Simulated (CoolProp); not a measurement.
The numbers come from the reference Helmholtz-energy equation of state, Lemmon 2006 in CoolProp. It is a short technical equation, of lower accuracy than the large ones.

Question: For toluene, give the phase and the density (kg/m³), isothermal compressibility (1/MPa), Prandtl number at 346.85 °C and 547 kPa.

Answer: 
- 346.85 °C and 547 kPa: gas; density 10.2, isothermal compressibility 1.91, Prandtl number 0.721

Viscosity comes from a separate model (Avgeri 2015). Thermal conductivity comes from a separate model (Assael 2012).
